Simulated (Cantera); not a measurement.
Cantera run:

```python
import numpy as np
import cantera as ct

gas_names = """
    B BH BH2 BH3 BO BO2 B2 B2O B2O2 B2O3 B3O3H3 H HBO HBO2 HO2 H2 H2O H2O2 H3B3O6 O OH O2 O3
""".split()
cond_names = """
    B(b) B(L) B2O3(L) B3O3H3(cr) H2O(s) H2O(L)
""".split()


def load(file, names, dense=False):
    # The tables refer to 1 bar. Condensed volumes are neglected.
    table = {s.name: s for s in ct.Species.list_from_file(file)}
    out = []
    for n in names:
        d = dict(table[n].input_data)
        d["thermo"] = dict(d["thermo"], **{"reference-pressure": 1e5})
        if dense:
            d["equation-of-state"] = {"model": "constant-volume", "density": "1e6 g/cm^3"}
        out.append(ct.Species.from_dict(d))
    return out


gas = ct.Solution(thermo="ideal-gas", species=load("nasa_gas.yaml", gas_names))
cond = {s.name: ct.Solution(thermo="fixed-stoichiometry", species=[s], name=s.name)
        for s in load("nasa_condensed.yaml", cond_names, dense=True)}
atoms = {
    'B2H6': {'B': 2, 'H': 6},
    'H2O': {'H': 2, 'O': 1},
    'H2': {'H': 2},
}
top_T = {}  # K; cautious upper limits of use, not melting points


def equilibrate(T, P, feed):
    n = {}
    for name, mol in feed.items():
        for a, k in atoms[name].items():
            n[a] = n.get(a, 0.0) + k * mol
    gas.TPX = T, P, n
    mass = sum(n.values()) * gas.mean_molecular_weight
    gas.equilibrate("TP")
    valid = [c for c in cond.values() if c.min_temp <= T <= top_T.get(c.name, c.max_temp)]
    mix = ct.Mixture([(gas, mass / gas.mean_molecular_weight)] + [(c, 0.0) for c in valid])
    mix.T, mix.P = T, P
    mix.equilibrate("TP", solver="vcs", rtol=1e-11, max_steps=5000)
    return mix


results = []
feed = {'B2H6': 1, 'H2O': 0.23, 'H2': 10}  # mol
P = 100  # Pa
for T in [1798, 1898, 1998, 2098, 2198, 2298, 2398]:
    mix = equilibrate(T, P, feed)
    results.append((T, P, feed, dict(zip(mix.species_names, mix.species_moles))))

top = {s: max(r[3][s] / sum(r[3][g] for g in gas_names) for r in results) for s in gas_names}
cols = sorted((s for s in top if top[s] > 1e-06), key=lambda s: -top[s])[:7]
seen = [c for c in cond_names if any(r[3].get(c, 0) > 1e-12 for r in results)]
print("log10 of partial pressures in bar; condensed amounts in mol")
print(f"{'T/K':>10s}" + "".join(f"{s[:9]:>10s}" for s in cols + seen))
for T, P, feed, n in results:
    ng = sum(n[g] for g in gas_names)
    print(f"{T:10.4g}" + "".join(f"{np.log10(max(n[s] / ng * P / 1e5, 1e-99)):10.3f}" for s in cols)
          + "".join(f"{n.get(c, 0):10.4g}" for c in seen))
```

It prints:

```
log10 of partial pressures in bar; condensed amounts in mol
       T/K        H2         H         B       HBO        BO       BH2      B2O2      B(b)      B(L)
      1798    -3.012    -4.959    -8.502    -4.883    -5.578    -6.904    -6.172     1.768         0
      1898    -3.018    -4.616    -7.653    -4.942    -5.335    -6.616    -6.361     1.766         0
      1998    -3.030    -4.310    -6.890    -5.038    -5.155    -6.364    -6.610     1.761         0
      2098    -3.050    -4.037    -6.200    -5.172    -5.036    -6.147    -6.919     1.748         0
      2198    -3.086    -3.797    -5.575    -5.341    -4.967    -5.967    -7.277      1.71         0
      2298    -3.144    -3.591    -5.005    -5.543    -4.939    -5.830    -7.674     1.584         0
      2398    -3.240    -3.423    -4.506    -5.782    -4.947    -5.769    -8.103         0     1.187
```

These are equilibrium values from Cantera (NASA tables, ideal gas, pure condensed phases), not measurements of a reactor. The feed counts by its element totals alone. The tables' values for BH2 are old estimates; treat these amounts as uncertain.
